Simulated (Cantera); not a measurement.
**Premixed flame**

A freely propagating, adiabatic, planar premixed flame of 11.8 % CH₃OH, 20.0 % O₂, 68.2 % N₂, equivalence ratio 0.88, unburnt at 450 K and 1.28 atm; multicomponent+Soret transport, grid criteria slope 0.08 and curve 0.16, no radiation.

Computed with Cantera and GRI-Mech 3.0 (53 species, 325 reactions). GRI-Mech 3.0 was tuned for natural gas; its chemistry of methanol as a main component is partial and can be far from experiment. Burning velocities carry a grid error of a few per cent, more on coarse grids.

```csv
z (mm),T (K),u (m/s),x CH₃OH,x O₂,x HCN,x HCO,x CH₂CO,x H
-0.769,450,0.717,0.118,0.200,<1e-8,<1e-8,<1e-8,<1e-8
-0.512,453,0.722,0.117,0.199,<1e-8,<1e-8,<1e-8,<1e-8
-0.384,461,0.737,0.117,0.198,<1e-8,<1e-8,<1e-8,<1e-8
-0.256,522,0.841,0.114,0.193,<1e-8,<1e-8,4.18e-8,<1e-8
-0.128,879,1.46,0.0874,0.161,1.47e-8,1.41e-8,5.87e-7,4.19e-7
-0.0641,1264,2.15,0.0478,0.124,3.51e-8,8.06e-6,1.57e-6,4.63e-5
0,1678,2.95,0.00554,0.0819,6.97e-8,0.000181,2.86e-6,0.00153
0.0641,1819,3.20,2.63e-5,0.0577,6.04e-8,1.06e-5,4.23e-7,0.00507
0.128,1880,3.28,4.26e-8,0.0468,2.34e-8,1.61e-7,1.96e-8,0.00633
0.256,1966,3.41,<1e-8,0.0393,<1e-8,5.38e-8,<1e-8,0.00586
0.512,2065,3.56,<1e-8,0.0344,<1e-8,2.36e-8,<1e-8,0.00398
1.02,2160,3.70,<1e-8,0.0305,<1e-8,<1e-8,<1e-8,0.00211
2.05,2232,3.80,<1e-8,0.0274,<1e-8,<1e-8,<1e-8,0.00102
```
x: mole fraction of selected species; z is measured from the peak of heat release.

The laminar burning velocity is 71.6 cm/s and the thermal thickness is 0.256 mm. The peak x(HCN) comes out as 7.80e-8 and the peak x(HCO) is 0.000181. The peak x(CH₂CO) is 2.90e-6 and the peak x(H) comes out as 0.00640.
